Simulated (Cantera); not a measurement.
Feed: 1 mol toluene, 1.8 mol H₂, 11 mol N₂, equilibrated at 2850 K and 10.0 mbar.

Equilibrium computed with Cantera from the NASA thermochemical tables; the gas is ideal and each condensed phase is pure. Candidate condensed phases: C, C₆H₆, C₇H₈, C₈H₁₈; 92 gas species. Kinetics and transport are ignored.

Base state: N₂ 0.518, H 0.314, H₂ 0.104, HCN 0.0353, CN 0.00946, HNC 0.00589, C₃ 0.00578, C₂H₂ (acetylene) 0.00409 (mole fractions); condensed: C(graphite).

**Question.** What changes in the equilibrium state with this change: N₂ from 11 to 37 mol?

**Answer.** 
```csv
species,before,after
N₂,0.518,0.764
H,0.314,0.161
H₂,0.104,0.0276
HCN,0.0353,0.0221
CN,0.00946,0.0115
C₄H₂,6.70e-5,1.77e-5
C₂H₂ (acetylene),0.00409,0.00108
CH,2.12e-5,1.09e-5
C₂H,0.00169,0.000869
HNC,0.00589,0.00368
"C(graphite), mol",5.32,4.07
```

**Question.** What changes in the equilibrium state with this change: temperature from 2850 K to 2325 K?

**Answer.** 
```
species             before    after
----------------  --------  -------
N₂                   0.518    0.625
H₂                   0.104    0.293
H                    0.314   0.0596
HCN                 0.0353   0.0189
C₅                 6.55e-5  3.47e-9
C₄                 1.24e-5    <1e-9
C₂                0.000570  2.36e-7
C₃                 0.00578  2.64e-6
C                  0.00113  1.25e-6
C(graphite), mol      5.32     6.59
```
